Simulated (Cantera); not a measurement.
Input (Python, Cantera):

```python
import numpy as np
import cantera as ct

gas = ct.Solution("gri30.yaml")
gas.TPX = 750, 910000, {'CH4': 1, 'C2H6': 0.39, 'C3H8': 0.087, 'O2': 3.45, 'N2': 13}
inlet = ct.Reservoir(gas, clone=True)
gas.equilibrate("HP")  # start burning
reactor = ct.IdealGasConstPressureReactor(gas, energy="on", clone=False)
exhaust = ct.Reservoir(gas, clone=True)
tau = [0.025, 0.01, 0.0042, 0.0017, 0.00069, 0.00028, 0.00011, 4.6e-05, 1.9e-05, 7.7e-06][0]
for a, b in ((inlet, reactor), (reactor, exhaust)):
    ct.MassFlowController(a, b, mdot=lambda t: reactor.mass / tau)
net = ct.ReactorNet([reactor])
show = ['CH4', 'C2H6', 'C3H8', 'NO2', 'OH']

rows = []
print(f"{'tau/s':>10s}{'T/K':>9s}" + "".join(f"{s:>11s}" for s in show))
for tau in [0.025, 0.01, 0.0042, 0.0017, 0.00069, 0.00028, 0.00011, 4.6e-05, 1.9e-05, 7.7e-06]:
    net.initial_time = 0.0
    net.advance(30 * tau)
    before = gas.X
    net.advance(40 * tau)
    drift = np.max(np.abs(gas.X - before) / (gas.X + 1e-9))
    rows.append([gas.T, *gas[show].X, drift])
    print(f"{tau:10.3e}{gas.T:9.1f}" + "".join(f"{x:11.3e}" for x in gas[show].X))
```

Result:

```
     tau/s      T/K        CH4       C2H6       C3H8        NO2         OH
 2.500e-02   2531.5  1.265e-06  2.470e-08  7.547e-09  3.450e-07  3.515e-03
 1.000e-02   2529.2  2.950e-06  6.125e-08  1.847e-08  3.316e-07  3.652e-03
 4.200e-03   2524.1  6.223e-06  1.439e-07  4.232e-08  3.153e-07  3.905e-03
 1.700e-03   2513.2  1.263e-05  3.483e-07  9.775e-08  3.015e-07  4.351e-03
 6.900e-04   2493.7  2.413e-05  8.341e-07  2.181e-07  2.933e-07  5.009e-03
 2.800e-04   2463.3  4.499e-05  1.980e-06  4.726e-07  2.822e-07  5.852e-03
 1.100e-04   2418.5  8.755e-05  4.819e-06  1.037e-06  2.547e-07  6.795e-03
 4.600e-05   2363.2  1.738e-04  1.117e-05  2.195e-06  2.102e-07  7.497e-03
 1.900e-05   2290.1  3.984e-04  2.807e-05  5.111e-06  1.515e-07  7.552e-03
 7.700e-06   2132.1  1.899e-03  1.326e-04  2.193e-05  6.213e-08  4.382e-03
```

Computed with Cantera and GRI-Mech 3.0 (53 species, 325 reactions).
